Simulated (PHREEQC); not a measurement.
Dissolve 0.14 mol NiSO4 and 7.38e-05 mol Na2SO4 per kg of water at 20 °C. Closed to the air; pH follows from the charge balance.

Model: ion-association model, wateq4f.dat, run in PHREEQC.

**Question.** The ionic strength comes out as 0.287 mol/kgw. What activity coefficients do SO4-2, Ni+2, Ni(SO4)2-2, NiOH+, NaSO4- get?

**Answer.** SO4-2 0.26, Ni+2 0.29, Ni(SO4)2-2 0.29, NiOH+ 0.74, NaSO4- 0.73.

Precipitation was switched off in this run. Species that the database lacks are ignored.
